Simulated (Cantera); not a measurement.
A Cantera script and what it prints.

```python
import numpy as np
import cantera as ct

gas_names = """
    B BH BH2 BH3 BN B2 H H2 N NH NH2 NH3 N2 N2H2 N2H4
""".split()
cond_names = """
    B(b) B(L) BN(s)
""".split()


# ... load() reads the species with a 1 bar reference pressure and builds the phases ...
atoms = {
    'BN': {'B': 1, 'N': 1},
    'H2': {'H': 2},
}
top_T = {'BN(s)': 3200}  # K; cautious upper limits of use, not melting points


# ... equilibrate(T, P, feed) seeds the gas with the atoms and calls Mixture.equilibrate('TP', solver="vcs", rtol=1e-11, max_steps=5000) ...
results = []
feed = {'BN': 1, 'H2': 0.11}  # mol
T = 2475  # K
P = 101325  # Pa
mix = equilibrate(T, P, feed)
results.append((T, P, feed, dict(zip(mix.species_names, mix.species_moles))))
x = sorted(zip(gas.X, gas.species_names), reverse=True)
print(f"T = {T:g} K  P = {P:g} Pa  gas = {mix.phase_moles(0):.4g} mol")
print("   x: " + "  ".join(f"{s} {v:.3e}" for v, s in x if v > 0.001))
print("   condensed (mol): " + ("  ".join(f"{mix.phase(i).name} {mix.phase_moles(i):.4g}"
      for i in range(1, mix.n_phases) if mix.phase_moles(i) > 1e-12) or "none"))
```

Output:

```
T = 2475 K  P = 101325 Pa  gas = 0.1166 mol
   x: H2 9.289e-01  N2 4.598e-02  H 2.154e-02  BH2 3.407e-03
   condensed (mol): B(L) 0.01031  BN(s) 0.9893
```

Cantera equilibrium calculation (NASA polynomials, part measured and part estimated; ideal gas, pure solids and liquids). Mutual solubility and eutectic melting of coexisting phases are not modelled. The tables' values for BH2 are old estimates; treat these amounts as uncertain. Gases not in the tables: B2H6 and higher boranes.
